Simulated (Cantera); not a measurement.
Charge: 1 mol Ti, 8.9 mol H₂, equilibrated at 2273 K and 0.120 bar.

Equilibrium computed with Cantera from the NASA thermochemical tables; the gas is ideal and each condensed phase is pure. Candidate condensed phases: Ti; 3 gas species. The numbers say what is thermodynamically allowed, not how fast it happens.

Base state: H₂ 0.974, H 0.0239, Ti 0.00192 (mole fractions); condensed: Ti(l).

Task: What changes in the equilibrium state with this change: temperature from 2273 K to 1975 K?

Result: 
| species | before | after |
|---|---|---|
| H₂ | 0.974 | 0.996 |
| H | 0.0239 | 0.00394 |
| Ti | 0.00192 | 5.93e-5 |
| Ti(l), mol | 0.983 | 0.999 |
